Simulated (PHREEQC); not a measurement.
Consider water at 89 °C with 0.0073 mol/kgw KH2PO4, 0.014 mol/kgw NaOH and 0.055 mol/kgw NaCl. Closed to the air; pH follows from the charge balance.

Model: ion-association model, phreeqc.dat, run in PHREEQC.

This is a speciation only: nothing precipitates in the calculation.

Q: Estimate the pH, ionic strength.

A: pH 10.09; ionic strength 0.0838 mol/kgw.

Q: In which forms is P present?

A: HPO4-2 89 %, PO4-3 6.2 %, NaHPO4- 4.2 % of the P.

At this temperature some constants are extrapolated from 25 °C, and those without enthalpy data are left unchanged.
